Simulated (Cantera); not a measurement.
A Cantera script and what it prints.

```python
import numpy as np
import cantera as ct

gas_names = """
    CL CL2 H HCL H2 Si SiCL SiCL2 SiCL3 SiCL4 SiH SiHCL3 SiH2 SiH2CL2 SiH3 SiH3CL SiH4 Si2 Si3
""".split()
cond_names = """
    Si(cr) Si(L)
""".split()


# ... load() reads the species with a 1 bar reference pressure and builds the phases ...
atoms = {
    'Si2Cl6': {'Si': 2, 'CL': 6},
    'H2': {'H': 2},
}
top_T = {}  # K; cautious upper limits of use, not melting points


# ... equilibrate(T, P, feed) seeds the gas with the atoms and calls Mixture.equilibrate('TP', solver="vcs", rtol=1e-11, max_steps=5000) ...
results = []
feed = {'Si2Cl6': 1, 'H2': 750}  # mol
T = 1598.15  # K
P = 32000  # Pa
mix = equilibrate(T, P, feed)
results.append((T, P, feed, dict(zip(mix.species_names, mix.species_moles))))
print(gas.report(threshold=0.001))
for i in range(1, mix.n_phases):
    print(f"{mix.phase(i).name:16s} {mix.phase_moles(i):12.5e} mol")
```

Output:

```
       temperature   1598.2 K
          pressure   32000 Pa
           density   0.0055297 kg/m^3
  mean mol. weight   2.2962 kg/kmol
   phase of matter   gas

                          1 kg             1 kmol
                     ---------------   ---------------
          enthalpy        1.6912e+07        3.8834e+07  J
   internal energy        1.1126e+07        2.5546e+07  J
           entropy             83311         1.913e+05  J/K
    Gibbs function       -1.1623e+08       -2.6689e+08  J
 heat capacity c_p             14268             32762  J/K
 heat capacity c_v             10647             24448  J/K

                      mass frac. Y      mole frac. X     chem. pot. / RT
                     ---------------   ---------------   ---------------
               HCL           0.12007         0.0075623           -38.567
                H2           0.87107           0.99213           -19.937
     [  +17 minor]         0.0088561        0.00030272

Si(cr)            1.84316e+00 mol
```

These are equilibrium values from Cantera (NASA tables, ideal gas, pure condensed phases), not measurements of a reactor. The feed counts by its element totals alone.
